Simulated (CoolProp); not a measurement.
Hexamethyldisiloxane (MM) along the isotherm 257.25 °C: Z from the reference equation and from simpler models built on Tc = 245.6 °C, pc = 1931 kPa, ω = 0.418; each cubic takes its own stable root.

Computed with CoolProp (reference Helmholtz-energy equation of state, Thol 2016).

```csv
p (kPa),phase,reference
181,gas,0.9684
362,gas,0.9354
543,gas,0.9009
724,gas,0.8647
905,gas,0.8267
1090,gas,0.7854
1270,gas,0.7424
1450,gas,0.6960
1630,gas,0.6445
1810,gas,0.5855
1990,supercritical,0.5129
2170,supercritical,0.4109
2350,supercritical,0.2893
2530,supercritical,0.2599
2720,supercritical,0.2598
2900,supercritical,0.2660
```

Problem. How far does each simpler model (van der Waals, Redlich-Kwong, Peng-Robinson) lie from the reference over these 16 states: mean and median of the absolute difference, and the worst?

Solution. 
- van der Waals: mean 9.9 %, median 4.4 %, worst +34.9 % at 257.25 °C and 2900 kPa
- Redlich-Kwong: mean 4.4 %, median 1.1 %, worst +16.2 % at 257.25 °C and 2720 kPa
- Peng-Robinson: mean 3.4 %, median 1.1 %, worst +12.8 % at 257.25 °C and 2530 kPa
